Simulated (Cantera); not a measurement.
## Equilibrium for calcination and drying: Na₂CO₃ + H₂

A closed system holds: 1 mol Na₂CO₃, 0.012 mol H₂, at 13300 Pa.

Method: chemical equilibrium by Gibbs-energy minimisation in Cantera with the NASA 1993 tables (ideal gas, pure condensed phases). Candidate condensed phases: C, C₆H₆, C₇H₈, C₈H₁₈, H₂O, Na, NaOH, NaO₂, Na₂CO₃, Na₂O, Na₂O₂; 117 gas species. The numbers say what is thermodynamically allowed, not how fast it happens.

| T (°C) | log p H₂ | log p Na | log p CO₂ | log p NaOH | log p H₂O | log p O₂ | log p CO | log p NaO | n Na₂CO₃(s) | n Na₂CO₃(l) |
|---|---|---|---|---|---|---|---|---|---|---|
| 827 | -0.89 | -2.73 | -4.87 | -4.26 | -2.73 | <-12 | -3.02 | <-12 | 1.000 | 0 |
| 927 | -0.93 | -2.21 | -3.93 | -3.44 | -2.22 | <-12 | -2.50 | -11.78 | 0 | 1.000 |
| 1027 | -1.03 | -1.81 | -3.15 | -2.78 | -1.83 | <-12 | -2.10 | -10.13 | 0 | 0.999 |
| 1127 | -1.28 | -1.52 | -2.47 | -2.26 | -1.57 | <-12 | -1.84 | -8.69 | 0 | 0.997 |
| 1227 | -1.80 | -1.35 | -1.90 | -1.89 | -1.50 | -10.83 | -1.79 | -7.36 | 0 | 0.994 |
| 1327 | -2.79 | -1.29 | -1.52 | -1.64 | -1.68 | -8.13 | -2.16 | -6.00 | 0 | 0.987 |
| 1427 | -4.26 | -1.31 | -1.39 | -1.46 | -2.11 | -5.09 | -3.01 | -4.55 | 0 | 0.980 |
| 1527 | -6.04 | -1.29 | -1.37 | -1.48 | -2.97 | -2.39 | -3.86 | -3.21 | 0 | 0.971 |
| 1627 | -9.18 | -1.13 | -1.42 | -3.04 | -6.16 | -1.75 | -3.80 | -2.77 | 0 | 0 |
| 1727 | -8.36 | -1.13 | -1.42 | -3.04 | -5.69 | -1.74 | -3.43 | -2.80 | 0 | 0 |
| 1827 | -7.62 | -1.13 | -1.43 | -3.05 | -5.27 | -1.74 | -3.09 | -2.83 | 0 | 0 |
| 1927 | -6.98 | -1.13 | -1.44 | -3.07 | -4.91 | -1.73 | -2.79 | -2.85 | 0 | 0 |
log p: log10 of the partial pressure in bar; n: condensed amount in mol.

At 827 °C the condensed part is Na₂CO₃(s). From 927 °C to 1527 °C the condensed part is Na₂CO₃(l). From 1627 °C to 1927 °C nothing is condensed. The main Na-bearing gas is Na throughout.
